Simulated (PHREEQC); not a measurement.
Solution (79 °C): 1.1 mmol/kgw NaH2PO4 and 0.45 mmol/kgw H4SiO4. Closed to the air; pH follows from the charge balance.

Model: ion-association model, wateq4f.dat, run in PHREEQC.

```csv
quantity,before,after
pH,5.06,6.15
ionic strength (mol/kgw),0.00112,7.02e-7
H3SiO4- (mol/kgw),3.09e-8,3.69e-7
SI of Quartz (SiO2),-0.04,-0.04
```

**Question.** What was changed between the two runs?
(A) diluted 10-fold with water
(B) NaH2PO4 left out
(C) diluted 100-fold with water
(D) 1.1e-05 mol/kgw KCl added
(E) H4SiO4 from 0.00045 to 0.000225 mol/kgw

**Answer.** B, NaH2PO4 left out

This is a speciation only: nothing precipitates in the calculation. H3PO4, which wateq4f.dat lacks, is added to it with the constant of phreeqc.dat. Away from 25 °C the constants follow the database's enthalpies or fits; those with neither stay at their 25 °C values.
